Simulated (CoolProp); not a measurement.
CF4 (R14) at 293.15 K and 5.36 MPa flows at 0.54 m/s in a round tube of 25 mm bore and 0.25 µm roughness, fully developed (64/Re and Nu = 3.66 if laminar; Colebrook and Gnielinski if turbulent). Each further row changes one setting.

The numbers come from the reference Helmholtz-energy equation of state, Platzer 1990 in CoolProp. This equation is an older, rougher fit; its heat capacities, sound speeds and derivatives of the liquid may be far off and weren't checked against measurements.

```
case               Reynolds number  Darcy friction factor  pressure drop (Pa/m)  heat-transfer coefficient (W/(m² K))  mass flow (kg/h)
-----------------  ---------------  ---------------------  --------------------  ------------------------------------  ----------------
as stated                   150000                 0.0166                   [?]                                   244               233
velocity 1.08 m/s           300000                 0.0146                  83.0                                   429               [?]
diameter 50 mm              300000                 0.0145                  10.3                                   214               [?]
```

### Question
Fill in the missing entries.

### Answer

- as stated, pressure drop (Pa/m): 23.7
- velocity 1.08 m/s, mass flow (kg/h): 466
- diameter 50 mm, mass flow (kg/h): 932

Viscosity comes from a separate model (Huber 2003), an estimate that may be off by 10 % or more. Thermal conductivity comes from a separate model (Huber 2003), an estimate that may be off by 10 % or more.
